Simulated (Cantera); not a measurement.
An adiabatic, constant-pressure homogeneous reactor starts with CO : H2 : O2 : N2 : H2O = 1 : 0.096 : 0.343 : 1.29 : 0.55 (molar parts), equivalence ratio 1.6, at 1525 K and 101000 Pa. Integrator tolerance rtol = 1e-08.

Cantera simulation using GRI-Mech 3.0 (53 species, 325 reactions); the numbers are that mechanism's predictions, not measurements.

```csv
quantity,before,after
time of steepest temperature rise,37.2 µs,0.285 ms
temperature at 6.00 s,2651 K,2494 K
equilibrium temperature,2651 K,2494 K
x(CO) at 6.00 s,0.146 (gas-phase equilibrium 0.146),0.130 (gas-phase equilibrium 0.130)
x(H2) at 6.00 s,0.0216 (gas-phase equilibrium 0.0216),0.0196 (gas-phase equilibrium 0.0196)
x(O2) at 6.00 s,0.00997 (gas-phase equilibrium 0.00997),0.00323 (gas-phase equilibrium 0.00323)
x(N2O) at 6.00 s,1.96e-7 (gas-phase equilibrium 1.96e-7),8.71e-8 (gas-phase equilibrium 8.71e-8)
x(NO) at 6.00 s,0.00475 (gas-phase equilibrium 0.00475),0.00210 (gas-phase equilibrium 0.00210)
x(H2O) at 6.00 s,0.182 (gas-phase equilibrium 0.182),0.193 (gas-phase equilibrium 0.193)
x(OH) at 6.00 s,0.0142 (gas-phase equilibrium 0.0142),0.00693 (gas-phase equilibrium 0.00693)
```

Task: Which change was made?
A) H2O 0.55 to 0.81 parts
B) initial temperature 1525 to 1475 K
C) initial temperature 1525 to 1550 K
D) initial temperature 1525 to 1125 K

Result: D, initial temperature 1525 to 1125 K
